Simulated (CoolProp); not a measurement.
Vapour-liquid equilibrium of R125 (1) + R115 (2) at 0.0693 MPa; x and y are mole fractions of (1).

Computed with CoolProp (multi-fluid Helmholtz-energy mixture model, Lemmon 2005 and Lemmon 2016; pair parameters Bell 2016).

Task: Give the bubble temperature and the first vapour's composition at x = 0.05, 0.25, 0.35. Is there an azeotrope?

Result: x = 0.05: -49.3 °C, y = 0.131; x = 0.25: -53.7 °C, y = 0.423; x = 0.35: -54.8 °C, y = 0.505. y crosses x between x = 0.75 and 0.85: the model has an azeotrope there.

The pair parameters rest on a limited set of measurements; away from them the model extrapolates.
